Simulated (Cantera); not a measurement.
An isothermal, constant-pressure homogeneous reactor starts with 0.507 % H₂, 99.5 % O₂, at 1125 K and 17.3 Torr.

Model: the H2/O2 subset of GRI-Mech 3.0, which has no nitrogen chemistry, integrated in Cantera. Radical loss at walls, strong at low pressure, is not modelled.

x: mole fraction; the columns are a selection and need not sum to one.

```csv
t (s),x H₂,x O₂,x H₂O₂,x O,x H₂O,x HO₂,x H
1.00e-5,0.00507,0.995,<1e-12,2.28e-12,<1e-12,1.76e-11,1.53e-11
3.28e-5,0.00507,0.995,<1e-12,2.02e-11,<1e-12,5.78e-11,3.79e-11
0.000107,0.00507,0.995,<1e-12,1.34e-10,1.28e-11,1.90e-10,6.63e-11
0.000351,0.00507,0.995,<1e-12,7.13e-10,2.16e-10,6.24e-10,1.15e-10
0.00115,0.00507,0.995,<1e-12,___,3.79e-9,2.07e-9,4.38e-10
0.00377,0.00507,0.995,4.90e-12,___,2.94e-7,9.34e-9,1.88e-8
0.0124,0.000952,0.991,1.18e-7,0.00306,0.00358,2.35e-6,0.000273
0.0405,9.23e-6,0.992,1.69e-8,0.00302,0.00490,9.90e-7,8.07e-5
0.133,4.06e-6,0.993,1.56e-8,___,0.00498,6.58e-7,2.36e-5
0.434,9.01e-7,0.995,1.14e-8,___,0.00504,2.89e-7,2.54e-6
1.42,1.25e-7,0.995,4.88e-9,___,0.00507,8.27e-8,1.38e-7
4.66,1.64e-8,0.995,1.17e-9,___,0.00508,1.76e-8,6.86e-9
15.3,2.60e-9,0.995,2.38e-10,___,0.00508,3.79e-9,4.51e-10
50.0,5.30e-10,0.995,5.39e-11,___,0.00509,1.38e-9,4.28e-11
```

Q: Some entries are withheld; supply them.

A: 
- 0.00115, x O: 5.33e-9
- 0.00377, x O: 2.79e-7
- 0.133, x O: 0.00133
- 0.434, x O: 0.000300
- 1.42, x O: 4.29e-5
- 4.66, x O: 5.77e-6
- 15.3, x O: 9.39e-7
- 50.0, x O: 1.95e-7
